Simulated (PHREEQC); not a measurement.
A solution holds 0.029 mol NiCl2, 0.00037 mol H3BO3 and 0.0549 mol HCl per kg of water, at 25 °C. Closed to the air; pH follows from the charge balance.

All values are PHREEQC results (ion-association model, wateq4f.dat), not measurements.

Precipitation was switched off in this run.

Task: Predict the pH.

Result: pH 1.35.

Task: In which forms is Ni present?

Result: Ni+2 90 %, NiCl+ 8.2 %, NiCl2 1.8 % of the Ni.

Species that the database lacks are ignored.
